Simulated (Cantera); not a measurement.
Feed: 1 mol MgO, 0.012 mol Cl2, 0.016 mol O2, held at 0.133 bar.

Method: chemical equilibrium by Gibbs-energy minimisation in Cantera with the NASA 1993 tables (ideal gas, pure condensed phases). Candidate condensed phases: Mg, MgCl2, MgO; 11 gas species. Kinetics and transport are ignored. All values below are at 925 °C.

Base state: O2 0.570, Cl2 0.417, Cl 0.00818, MgCl2 0.00473, ClO 8.91e-5 (mole fractions); condensed: MgO(s).

Task: What changes in the equilibrium state with this change: 0.59 mol H2 added?

Result: 
```tsv
species	before	after
H2	0	0.907
H2O	0	0.0532
HCl	0	0.0398
O2	0.570	<1e-9
Cl2	0.417	<1e-9
MgCl2	0.00473	9.73e-6
Cl	0.00818	1.89e-8
ClO	8.91e-5	<1e-9
MgO(s), mol	1.000	1.000
```
Further candidate phases: H2O, Mg(OH)2.
